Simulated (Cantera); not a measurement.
Charge: 1 mol Al, 42 mol H2O, 53 mol N2, 7.5 mol O2, held at 1000 Pa.

These are equilibrium values from Cantera (NASA tables, ideal gas, pure condensed phases), not measurements of a reactor. Candidate condensed phases: Al, AlN, Al2O3, H2O; 35 gas species. Equilibrium is a limit: real reactors are often held back by kinetics, nucleation or transport. All values below are at 500 °C.

Base state: N2 0.521, H2O 0.413, O2 0.0663 (mole fractions); condensed: Al2O3(s).

Q: What changes in the equilibrium state with this change: O2 from 7.5 to 0.34 mol?

A: 
| species | before | after |
|---|---|---|
| N2 | 0.521 | 0.558 |
| H2O | 0.413 | 0.433 |
| H2 | <1e-9 | 0.00863 |
| O2 | 0.0663 | <1e-9 |
| Al2O3(s), mol | 0.500 | 0.500 |
